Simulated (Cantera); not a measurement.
Cantera run:

```python
import numpy as np
import cantera as ct

gas_names = """
    B BH BH2 BH3 BN BO BO2 B2 B2O B2O2 B2O3 B3O3H3 H HBO HBO2 HNO HNO2 HNO3 HO2 H2 H2O H2O2 H3B3O6 N NH
    NH2 NH3 NH2OH NO NO2 NO3 N2 N2H2 N2H4 N2O O OH O2 O3
""".split()
cond_names = """
    B(b) B(L) BN(s) B2O3(L) B3O3H3(cr) H2O(s) H2O(L)
""".split()


# ... load() reads the species with a 1 bar reference pressure and builds the phases ...
atoms = {
    'borazine': {'B': 3, 'N': 3, 'H': 6},
    'O2': {'O': 2},
    'N2': {'N': 2},
}
top_T = {'BN(s)': 3200}  # K; cautious upper limits of use, not melting points


# ... equilibrate(T, P, feed) seeds the gas with the atoms and calls Mixture.equilibrate('TP', solver="vcs", rtol=1e-11, max_steps=5000) ...
results = []
feed = {'borazine': 1, 'O2': 0.052, 'N2': 13}  # mol
P = 310  # Pa
for T in [1848, 1898, 1948, 1998, 2048, 2098, 2148, 2198, 2248, 2298, 2348]:
    mix = equilibrate(T, P, feed)
    results.append((T, P, feed, dict(zip(mix.species_names, mix.species_moles))))

top = {s: max(r[3][s] / sum(r[3][g] for g in gas_names) for r in results) for s in gas_names}
cols = sorted((s for s in top if top[s] > 0.001), key=lambda s: -top[s])[:9]
seen = [c for c in cond_names if any(r[3].get(c, 0) > 1e-12 for r in results)]
print("log10 of partial pressures in bar; condensed amounts in mol")
print(f"{'T/K':>10s}" + "".join(f"{s[:9]:>10s}" for s in cols + seen))
for T, P, feed, n in results:
    ng = sum(n[g] for g in gas_names)
    print(f"{T:10.4g}" + "".join(f"{np.log10(max(n[s] / ng * P / 1e5, 1e-99)):10.3f}" for s in cols)
          + "".join(f"{n.get(c, 0):10.4g}" for c in seen))
```

Output:

```
log10 of partial pressures in bar; condensed amounts in mol
       T/K        N2        H2         H         B        BO       HBO      B(b)     BN(s)
      1848    -2.601    -3.249    -4.900    -9.263    -5.315    -4.892         0     2.897
      1898    -2.602    -3.252    -4.733    -8.665    -5.200    -4.924         0     2.896
      1948    -2.602    -3.255    -4.575    -8.098    -5.104    -4.968         0     2.896
      1998    -2.603    -3.260    -4.425    -7.559    -5.025    -5.023         0     2.895
      2048    -2.604    -3.267    -4.283    -7.047    -4.961    -5.087         0     2.895
      2098    -2.606    -3.275    -4.149    -6.559    -4.911    -5.159         0     2.893
      2148    -2.608    -3.287    -4.024    -6.095    -4.872    -5.239         0     2.889
      2198    -2.610    -3.302    -3.905    -5.651    -4.843    -5.325         0     2.879
      2248    -2.604    -3.361    -3.814    -5.283    -4.855    -5.469     2.858         0
      2298    -2.608    -3.386    -3.712    -5.005    -4.839    -5.564     2.828         0
      2348    -2.613    -3.418    -3.617    -4.738    -4.829    -5.663     2.775         0
```

Cantera equilibrium calculation (NASA polynomials, part measured and part estimated; ideal gas, pure solids and liquids). The feed counts by its element totals alone. The tables' values for BH2 are old estimates; treat these amounts as uncertain.
